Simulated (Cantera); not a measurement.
## Low-pressure radical oxidation in H2/O2

An isothermal, constant-pressure homogeneous reactor starts with H₂ : O₂ = 0.19 : 1 (molar parts), at 1175 K and 10.00 Torr.

Computed with Cantera and the H2/O2 subset of GRI-Mech 3.0, which has no nitrogen chemistry. Radical loss at walls, strong at low pressure, is not modelled. The temperature is held fixed by assumption; the heat of reaction is taken as removed at once.

| t (s) | x H₂ | x O₂ | x H₂O | x HO₂ | x H₂O₂ | x H | x O |
|---|---|---|---|---|---|---|---|
| 0.000500 | 0.160 | 0.840 | 2.13e-6 | 4.38e-8 | 1.02e-10 | 1.22e-6 | 9.43e-7 |
| 0.00162 | 0.0370 | 0.770 | 0.0920 | 7.44e-6 | 5.03e-7 | 0.0501 | 0.0395 |
| 0.00522 | 0.00526 | 0.763 | 0.137 | 8.32e-6 | 2.54e-7 | 0.0357 | 0.0521 |
| 0.0169 | 0.00246 | 0.801 | 0.160 | 8.19e-6 | 3.20e-7 | 0.0100 | 0.0221 |
| 0.0545 | 0.000365 | 0.823 | 0.171 | 4.58e-6 | 2.60e-7 | 0.000535 | 0.00316 |
| 0.176 | 3.32e-5 | 0.826 | 0.173 | 1.04e-6 | 1.03e-7 | 1.49e-5 | 0.000291 |
| 0.568 | 4.18e-6 | 0.826 | 0.173 | 1.87e-7 | 3.31e-8 | 6.89e-7 | 3.75e-5 |
| 1.84 | 7.64e-7 | 0.826 | 0.173 | 4.11e-8 | 1.05e-8 | 5.54e-8 | 6.98e-6 |
| 5.93 | 1.77e-7 | 0.826 | 0.173 | 1.31e-8 | 3.33e-9 | 6.27e-9 | 1.63e-6 |
| 19.2 | 4.77e-8 | 0.826 | 0.174 | 8.98e-9 | 1.09e-9 | 8.88e-10 | 4.44e-7 |
| 61.9 | 1.70e-8 | 0.826 | 0.174 | 1.12e-8 | 4.48e-10 | 1.90e-10 | 1.59e-7 |
| 200 | 1.25e-8 | 0.826 | 0.174 | 1.26e-8 | 3.48e-10 | 1.20e-10 | 1.16e-7 |
x: mole fraction; the columns are a selection and need not sum to one.

Equilibrium at this temperature and pressure: H₂ 1.24e-8, O₂ 0.826, H₂O 0.174, HO₂ 1.26e-8, H₂O₂ 3.47e-10, H 1.19e-10, O 1.16e-7 (gas phase only).
